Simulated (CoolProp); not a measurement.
Vapour-liquid equilibrium of R22 (1) + R152A (2) at 514 kPa; x and y are mole fractions of (1).

Computed with CoolProp (multi-fluid Helmholtz-energy mixture model, Kamei 1995 and Outcalt 1996; pair parameters Bell 2016).

```tsv
x	bubble temperature, mixture model (K)	bubble temperature, Raoult's law (K)	y, mixture model	y, Raoult's law
0.05	292.3	292.0	___	0.086
0.2	289.6	288.5	___	0.310
0.35	286.8	285.3	0.461	0.494
0.5	283.9	282.4	___	0.647
0.65	280.9	279.7	___	0.774
0.8	277.9	277.2	0.882	0.882
0.95	___	274.9	0.975	0.973
```

Q: Some entries are withheld; supply them.

A: 
- 0.05, y, mixture model: 0.073
- 0.2, y, mixture model: 0.277
- 0.5, y, mixture model: 0.624
- 0.65, y, mixture model: 0.765
- 0.95, bubble temperature, mixture model (K): 275.1

The largest gap from Raoult's law is +1.5 K in bubble temperature, at x = 0.5. No azeotrope shows between x = 0.05 and 0.95.

Pair parameters are fitted to limited data, so mixtures are less certain than the pure fluids.
